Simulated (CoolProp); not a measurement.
A simple Rankine cycle with R152A: condensing at 299.15 K, boiler at 1.64 MPa, turbine inlet 339 K, turbine efficiency 0.9, pump efficiency 0.7, no recuperator. Each further row changes one setting.

Values from CoolProp's reference Helmholtz-energy equation of state, Outcalt 1996. It is a modified Benedict-Webb-Rubin equation, recast in Helmholtz form.

```json
[
 {"case": "as stated", "thermal efficiency (%)": "8.8", "net work (kJ/kg)": "26.1", "heat in (kJ/kg)": "297", "turbine exit temperature (K)": "299.1", "volume ratio over the turbine": "2.68"},
 {"case": "turbine inlet 359 K", "thermal efficiency (%)": "9.1", "net work (kJ/kg)": "29.8", "heat in (kJ/kg)": "328", "turbine exit temperature (K)": "315.6", "volume ratio over the turbine": "2.61"},
 {"case": "condensing temperature 291.15 K", "thermal efficiency (%)": "10.5", "net work (kJ/kg)": "32.7", "heat in (kJ/kg)": "311", "turbine exit temperature (K)": "291.1", "volume ratio over the turbine": "3.39"},
 {"case": "boiler pressure 1.15 MPa", "thermal efficiency (%)": "6.0", "net work (kJ/kg)": "18.8", "heat in (kJ/kg)": "313", "turbine exit temperature (K)": "312.1", "volume ratio over the turbine": "1.83"},
 {"case": "turbine efficiency 0.8", "thermal efficiency (%)": "7.8", "net work (kJ/kg)": "23.1", "heat in (kJ/kg)": "297", "turbine exit temperature (K)": "299.1", "volume ratio over the turbine": "2.71"}
]
```

The expansion ends wet for: as stated; condensing temperature 291.15 K; turbine efficiency 0.8.
